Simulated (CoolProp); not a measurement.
Vapour-liquid equilibrium of ethylene (1) + n-butane (2) at 71 kPa; x and y are mole fractions of (1).

Model: multi-fluid Helmholtz-energy mixture model, Smukala 2000 and Bücker 2006; pair parameters Bell 2016, in CoolProp.

Q: Give the bubble temperature and the first vapour's composition at x = 0.2, 0.425, 0.725. Is there an azeotrope?

A: x = 0.2: -81.1 °C, y = 0.987; x = 0.425: -93.1 °C, y = 0.997; x = 0.725: -103.4 °C, y = 0.999. No azeotrope shows between x = 0.05 and 0.95.

The pair parameters rest on a limited set of measurements; away from them the model extrapolates. The gap from Raoult's law changes sign with composition, which may be real or a fault of the pair parameters; it wasn't checked against measurements.
